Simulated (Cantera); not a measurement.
Hydrocarbon pyrolysis for carbon deposition

A perfectly stirred reactor is fed with C₂H₆ : N₂ = 1 : 120 (molar parts), at 1.01 bar; it is held at 1848 K, and followed from long to short residence time.

Model: GRI-Mech 3.0 (53 species, 325 reactions), integrated in Cantera. GRI-Mech 3.0 stops at C3 and has no aromatics, soot or wall deposition, so with more carbon than oxygen in the feed, carbon stays in small species such as C2H2 where larger ones or solid carbon would form.

```tsv
τ (s)	x C₂H₆	x C₂H	x CH₂	x H₂	x C₂H₄
16	1.23e-8	3.45e-7	3.55e-8	0.0161	2.18e-6
5.7	3.45e-8	3.57e-7	6.04e-8	0.0160	2.39e-6
2.0	9.79e-8	3.71e-7	1.04e-7	0.0159	2.90e-6
0.69	2.80e-7	3.90e-7	1.82e-7	0.0156	4.31e-6
0.24	7.87e-7	4.21e-7	3.20e-7	0.0153	8.05e-6
0.083	2.18e-6	4.74e-7	5.76e-7	0.0149	1.76e-5
0.029	5.82e-6	5.65e-7	1.06e-6	0.0144	3.99e-5
0.010	1.53e-5	7.14e-7	1.97e-6	0.0139	8.94e-5
0.0035	3.85e-5	9.28e-7	3.60e-6	0.0133	0.000192
0.0012	9.75e-5	1.20e-6	6.35e-6	0.0125	0.000406
```
x: mole fraction; the columns are a selection and need not sum to one.
